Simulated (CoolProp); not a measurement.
Isobutene along the isobar 942 kPa: density (kg/m³) from the reference equation and from simpler models built on Tc = 418.1 K, pc = 4016 kPa, ω = 0.193; each cubic takes its own stable root.

Model: reference Helmholtz-energy equation of state, Lemmon 2005, in CoolProp. It is a short technical equation, of lower accuracy than the large ones.

```csv
T (K),phase,reference,van der Waals,Redlich-Kwong,Soave-Redlich-Kwong,Peng-Robinson
265.6,liquid,628.2,391.0,572.8,585.9,661.9
269.3,liquid,624.0,388.4,568.4,581.8,657.4
273,liquid,619.8,385.8,563.8,577.6,652.9
276.8,liquid,615.4,383.0,559.1,573.1,648.0
280.5,liquid,611.0,380.2,554.4,568.7,643.2
284.2,liquid,606.6,377.3,549.6,564.2,638.3
287.9,liquid,602.2,374.4,544.7,559.6,633.3
291.7,liquid,597.6,371.3,539.6,554.8,628.0
295.4,liquid,593.0,368.3,534.5,550.0,622.6
299.1,liquid,588.4,365.1,529.3,545.0,617.2
302.9,liquid,583.6,25.51,523.8,539.8,611.4
306.6,liquid,578.8,25.02,518.3,534.6,605.6
310.3,liquid,574.0,24.55,512.7,529.2,599.7
314,liquid,569.0,24.10,506.9,523.6,593.5
317.8,liquid,563.8,23.67,500.8,517.8,587.0
321.5,liquid,558.6,23.26,494.7,511.9,580.5
```

At some of these states van der Waals gives the other phase, because its saturation line lies elsewhere.
